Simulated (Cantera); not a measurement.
Charge: 1 mol Zr, 6.7 mol NH₃, 3.3 mol N₂, equilibrated at 1698 K and 3.80e-6 bar.

Method: chemical equilibrium by Gibbs-energy minimisation in Cantera with the NASA 1993 tables (ideal gas, pure condensed phases). Candidate condensed phases: Zr, ZrN; 11 gas species. ZrN: taken at fixed stoichiometry. Kinetics and transport are ignored.

Base state: H₂ 0.575, N₂ 0.369, H 0.0562 (mole fractions); condensed: ZrN(s).

**Question.** What changes in the equilibrium state with this change: temperature from 1698 K to 2573.15 K?

**Answer.** 
```
species       before     after
-----------  -------  --------
H             0.0562     0.722
N₂             0.369     0.240
Zr             <1e-9    0.0361
H₂             0.575   0.00168
N            1.66e-9  0.000142
ZrN(s), mol     1.00         0
```
